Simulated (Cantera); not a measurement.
A perfectly stirred reactor is fed with CH4 : CO2 = 1 : 3.2 (molar parts), at 210000 Pa; it is held at 2198 K, and followed from long to short residence time.

Detailed kinetics in Cantera: GRI-Mech 3.0 (53 species, 325 reactions).

Problem. What does this change do: temperature 2198 to 1948 K?

Solution. 
| quantity | before | after |
|---|---|---|
| x(CH4) at τ = 9.50 s | 1.79e-6 | 7.40e-5 |
| x(CO2) at τ = 9.50 s | 0.157 | 0.166 |
| x(O2) at τ = 9.50 s | 1.53e-6 | 3.31e-8 |
| x(CH3) at τ = 9.50 s | 3.60e-7 | 3.01e-6 |
| x(HO2) at τ = 9.50 s | 1.39e-9 | 2.96e-11 |
| x(CH4) at τ = 16.0 ms | 0.00140 | 0.0119 |
| x(CO2) at τ = 16.0 ms | 0.161 | 0.233 |
| x(O2) at τ = 16.0 ms | 9.88e-7 | 2.71e-8 |
| x(CH3) at τ = 16.0 ms | 0.000235 | 0.000519 |
| x(HO2) at τ = 16.0 ms | 9.21e-10 | 4.41e-11 |

Problem. What does this change do: CH4 1 to 8.8 parts?

Solution. 
| quantity | before | after |
|---|---|---|
| x(CH4) at τ = 9.50 s | 1.79e-6 | 0.00184 |
| x(CO2) at τ = 9.50 s | 0.157 | 3.55e-6 |
| x(O2) at τ = 9.50 s | 1.53e-6 | <1e-12 |
| x(CH3) at τ = 9.50 s | 3.60e-7 | 0.000174 |
| x(HO2) at τ = 9.50 s | 1.39e-9 | <1e-12 |
| x(CH4) at τ = 16.0 ms | 0.00140 | 0.0110 |
| x(CO2) at τ = 16.0 ms | 0.161 | 0.00171 |
| x(O2) at τ = 16.0 ms | 9.88e-7 | 1.42e-10 |
| x(CH3) at τ = 16.0 ms | 0.000235 | 0.00103 |
| x(HO2) at τ = 16.0 ms | 9.21e-10 | <1e-12 |
GRI-Mech 3.0 stops at C3 and has no aromatics, soot or wall deposition, so with more carbon than oxygen in the feed, carbon stays in small species such as C2H2 where larger ones or solid carbon would form.
